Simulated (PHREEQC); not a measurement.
Solution (25 °C): 0.43 mmol/kgw PbCl2 and 4.7 mmol/kgw HBF4. Closed to the air; pH follows from the charge balance.

Computed with PHREEQC (ion-association model, wateq4f.dat).

```csv
quantity,before,after
pH,2.39,1.71
HF (mol/kgw),0.00409,0.00821
BF4- (mol/kgw),0.00320,0.0205
H3BO3 (mol/kgw),0.00112,0.00192
F- (mol/kgw),0.000735,0.000331
```

**Question.** Which change was made?
(A) PbCl2 from 0.00043 to 0.000215 mol/kgw
(B) temperature from 25 to 90 °C
(C) diluted 2-fold with water
(D) HBF4 from 0.0047 to 0.0235 mol/kgw
(E) PbCl2 left out

**Answer.** D, HBF4 from 0.0047 to 0.0235 mol/kgw

Precipitation was switched off in this run. Real BF4- forms and hydrolyses slowly; the run takes it at equilibrium.
